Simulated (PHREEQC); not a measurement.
Solution (25 °C): 55 mmol/kgw NiSO4, 0.11 mmol/kgw CsCl and 6.3 mmol/kgw HCl. Closed to the air; pH follows from the charge balance.

All values are PHREEQC results (ion-association model, wateq4f.dat), not measurements.

Precipitation was switched off in this run.

Order these S species by the share of S that they hold, largest first: SO4-2, Ni(SO4)2-2, HSO4-, NiSO4.

SO4-2 (54 %), NiSO4 (40 %), HSO4- (5.9 %), Ni(SO4)2-2 (0.13 %)

The pH is 2.60 and the ionic strength 0.132 mol/kgw. Species that the database lacks are ignored.
